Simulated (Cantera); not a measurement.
A closed system holds: 1 mol n-butane, 0.27 mol NH3, held at 2177 °C and 16.0 Pa.

Equilibrium computed with Cantera from the NASA thermochemical tables; the gas is ideal and each condensed phase is pure. Kinetics and transport are ignored.

```
species             before    after
----------------  --------  -------
H2                   0.225    0.976
N2                  0.0130   0.0244
H                    0.753  9.57e-6
C3                 0.00140    <1e-9
CN                0.000607    <1e-9
C                 0.000516    <1e-9
C2H               0.000423    <1e-9
C2                0.000128    <1e-9
C2H2 (acetylene)   0.00196  6.21e-8
C(graphite), mol      3.87     4.00
```
Gas species are given as mole fractions.

Q: Which change was made?
(A) temperature from 2177 °C to 902 °C
(B) pressure from 16.0 Pa to 101000 Pa
(C) temperature from 2177 °C to 1602 °C
(D) pressure from 16.0 Pa to 1000 Pa

A: A, temperature from 2177 °C to 902 °C
